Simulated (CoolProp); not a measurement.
Values from CoolProp's reference Helmholtz-energy equation of state, Rui 2013.

### Question
For R236EA, give the phase and the Joule-Thomson coefficient (K/MPa), expansivity (1/kK) at 38.45 °C and 145 kPa; 27.85 °C and 3020 kPa; 84.95 °C and 2660 kPa.

### Answer
- 38.45 °C and 145 kPa: gas; Joule-Thomson coefficient 21.2, expansivity 3.75
- 27.85 °C and 3020 kPa: liquid; Joule-Thomson coefficient -0.194, expansivity 2.17
- 84.95 °C and 2660 kPa: liquid; Joule-Thomson coefficient 0.183, expansivity 3.67
